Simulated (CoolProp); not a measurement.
A single-stage vapour-compression cycle with R407C: evaporating at 241.15 K (dew point), condensing at 269.15 K (bubble point), superheat 8 K, subcooling 0 K, compressor efficiency 0.6, no pressure losses. Each further row changes one setting.

Values from CoolProp's reference Helmholtz-energy equation of state, Lemmon 2003. It is a pseudo-pure fit of the blend.

| case | cooling COP | pressure ratio | discharge temperature (K) | refrigerating effect (kJ/kg) | volumetric capacity (kJ/m³) |
|---|---|---|---|---|---|
| as stated | … | 3.94 | 323.6 | 204 | 1120 |
| evaporating temperature 246.15 K | 4.40 | 3.13 | … | 207 | 1410 |
| condensing temperature 264.15 K | … | … | … | 211 | 1160 |
| subcooling 5 K | 3.73 | 3.94 | 323.6 | 211 | 1160 |
| superheat 18 K | 3.58 | 3.94 | 335.1 | … | 1110 |
| compressor efficiency 0.5 | 3.01 | 3.94 | 335.8 | 204 | 1120 |

Question: Complete the blanks.

Answer: 
- as stated, cooling COP: 3.61
- evaporating temperature 246.15 K, discharge temperature (K): 316.6
- condensing temperature 264.15 K, cooling COP: 4.30
- condensing temperature 264.15 K, pressure ratio: 3.32
- condensing temperature 264.15 K, discharge temperature (K): 314.1
- superheat 18 K, refrigerating effect (kJ/kg): 212
